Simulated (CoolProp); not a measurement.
Properties of carbonyl sulfide along the isobar 74.3 bar.

Computed with CoolProp (reference Helmholtz-energy equation of state, Lemmon 2006). It is a short technical equation, of lower accuracy than the large ones.

| T (°C) | phase | density (kg/m³) | isothermal compressibility (1/MPa) | expansivity (1/kK) |
|---|---|---|---|---|
| 40.45 | liquid | 970.8 | 0.004526 | 3.018 |
| 53.25 | liquid | 931.3 | 0.005988 | 3.485 |
| 66.05 | liquid | 887.1 | 0.008353 | 4.169 |
| 78.95 | liquid | 835.1 | 0.01272 | 5.297 |
| 91.75 | liquid | 770.8 | 0.02269 | 7.530 |
| 104.55 | liquid | 675.7 | 0.06360 | 15.01 |
| 117.35 | supercritical | 367.8 | 0.7458 | 67.59 |
| 130.15 | supercritical | 245.5 | 0.3192 | 17.20 |
| 143.05 | supercritical | 207.1 | 0.2446 | 10.44 |
| 155.85 | supercritical | 184.7 | 0.2130 | 7.770 |
| 168.65 | supercritical | 168.9 | 0.1950 | 6.298 |
| 181.45 | supercritical | 156.8 | 0.1832 | 5.352 |
| 194.35 | supercritical | 147.0 | 0.1747 | 4.683 |
| 207.15 | supercritical | 138.9 | 0.1684 | 4.188 |
